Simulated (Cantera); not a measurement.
A closed system holds: 1 mol BCl3, 1.5 mol N2, a varied amount of H2, held at 502 °C and 1000 Pa.

Method: chemical equilibrium by Gibbs-energy minimisation in Cantera with the NASA 1993 tables (ideal gas, pure condensed phases). Candidate condensed phases: B, BN, NH4Cl; 21 gas species. N2 is the only nitrogen source here; it is nearly inert below about 1500 K, so the nitride shown seldom forms there in practice. Kinetics and transport are ignored.

x: gas mole fraction; n: condensed amount in mol.

```
n(H2) (mol)   x H2   x HCl     x N2       x NH3  n BN(s)
-----------  -----  ------  -------  ----------  -------
5.4          0.494   0.380    0.127  (withheld)     1.00
7.2          0.588   0.309    0.103  (withheld)     1.00
9.7          0.672   0.246   0.0820     6.12e-6     1.00
13           0.742   0.194   0.0645     6.29e-6     1.00
17           0.795   0.154   0.0513     6.22e-6     1.00
23           0.843   0.118   0.0392     5.94e-6     1.00
31           0.881  0.0896   0.0298     5.53e-6     1.00
42           0.910  0.0674   0.0225  (withheld)     1.00
56           0.932  0.0513   0.0171  (withheld)     1.00
75           0.948  0.0387   0.0129  (withheld)     1.00
100          0.961  0.0293  0.00975  (withheld)     1.00
130          0.970  0.0226  0.00755  (withheld)     1.00
180          0.978  0.0164  0.00548  (withheld)     1.00
```

Problem. Fill in the missing entries.

Solution. 
- 5.4, x NH3: 4.78e-6
- 7.2, x NH3: 5.61e-6
- 42, x NH3: 5.05e-6
- 56, x NH3: 4.56e-6
- 75, x NH3: 4.07e-6
- 100, x NH3: 3.61e-6
- 130, x NH3: 3.22e-6
- 180, x NH3: 2.78e-6
